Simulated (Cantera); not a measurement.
A closed system holds: 1 mol HI, 0.59 mol O2, 19 mol N2, at 1600000 Pa.

Equilibrium computed with Cantera from the NASA thermochemical tables; the gas is ideal and each condensed phase is pure. Candidate condensed phases: H2O, I2; 27 gas species. The numbers say what is thermodynamically allowed, not how fast it happens. All values below are at 1877 °C.

Base state: N2 0.911, I 0.0465, H2O 0.0235, O2 0.0147, NO 0.00320, I2 0.000519, OH 0.000505, HI 0.000494 (mole fractions); condensed: gas only.

What changes in the equilibrium state with this change: pressure from 1600000 Pa to 2.30e7 Pa?


| species | before | after |
|---|---|---|
| N2 | 0.911 | 0.915 |
| I | 0.0465 | 0.0377 |
| H2O | 0.0235 | 0.0236 |
| I2 | 0.000519 | 0.00490 |
| O2 | 0.0147 | 0.0149 |
| NO2 | 4.65e-6 | 1.79e-5 |
| H2 | 4.01e-5 | 1.06e-5 |
The ideal-gas law is rough above about 30 bar.
